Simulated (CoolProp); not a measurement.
Vapour pressure (kPa) of R123: the reference equation beside estimates from Tc = 456.8 K, pc = 3662 kPa, ω = 0.282. Clausius-Clapeyron is anchored at 281.5 K with a constant enthalpy of vaporisation of 27.24 kJ/mol.

Model: reference Helmholtz-energy equation of state, Younglove 1994, in CoolProp. It is a modified Benedict-Webb-Rubin equation, recast in Helmholtz form.

```tsv
T (K)	reference	Lee-Kesler	Clausius-Clapeyron	van der Waals	Redlich-Kwong	Soave-Redlich-Kwong	Peng-Robinson
281.5	47.16	46.56	47.16	370.4	98.66	46.85	47.68
285.1	54.84	54.21	54.63	397.8	112.0	54.49	55.31
288.8	63.73	63.09	63.30	427.3	127.2	63.35	64.15
292.4	73.45	72.81	72.79	457.4	143.3	73.04	73.79
296	84.30	83.68	83.42	489.0	160.9	83.88	84.55
299.6	96.38	95.80	95.29	521.9	180.1	95.95	96.53
303.2	109.8	109.3	108.5	556.3	200.9	109.4	109.8
306.9	125.0	124.6	123.6	593.2	224.1	124.6	124.9
310.5	141.4	141.0	139.9	630.6	248.5	141.0	141.1
314.1	159.4	159.2	157.9	669.5	274.7	159.1	159.0
```

Absolute difference from the reference over all 10 rows, mean and median: Lee-Kesler 0.7 and 0.7 %, Clausius-Clapeyron 0.8 and 1.0 %, van der Waals 477.3 and 460.8 %, Redlich-Kwong 89.6 and 88.9 %, Soave-Redlich-Kwong 0.5 and 0.5 %, Peng-Robinson 0.4 and 0.3 %.
